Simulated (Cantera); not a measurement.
Charge: 1 mol CH3SiH3, 0.22 mol C2H2, 160 mol H2, held at 16.0 mbar.

These are equilibrium values from Cantera (NASA tables, ideal gas, pure condensed phases), not measurements of a reactor. Candidate condensed phases: C, C6H6, C7H8, C8H18, Si, SiC; 87 gas species. The feed counts by its element totals alone. Gases not in the tables: Si2H6 and higher silanes. Kinetics and transport are ignored.

### Question
What share of the Si ends up in condensed phases as a function of T (K), at 1425, 1525, 1625, 1725, 1825, 1925, 2025, 2125, 2225, 2325, 2425?

### Answer
```json
[
 {"T (K)": "1425", "Si condensed (%)": "100.0", "as": "SiC(s)"},
 {"T (K)": "1525", "Si condensed (%)": "100.0", "as": "SiC(s)"},
 {"T (K)": "1625", "Si condensed (%)": "100.0", "as": "SiC(s)"},
 {"T (K)": "1725", "Si condensed (%)": "100.0", "as": "SiC(s)"},
 {"T (K)": "1825", "Si condensed (%)": "99.8", "as": "SiC(s)"},
 {"T (K)": "1925", "Si condensed (%)": "99.1", "as": "SiC(s)"},
 {"T (K)": "2025", "Si condensed (%)": "95.6", "as": "SiC(s)"},
 {"T (K)": "2125", "Si condensed (%)": "81.0", "as": "SiC(s)"},
 {"T (K)": "2225", "Si condensed (%)": "26.0", "as": "SiC(s)"},
 {"T (K)": "2325", "Si condensed (%)": "0.0", "as": "-"},
 {"T (K)": "2425", "Si condensed (%)": "0.0", "as": "-"}
]
```
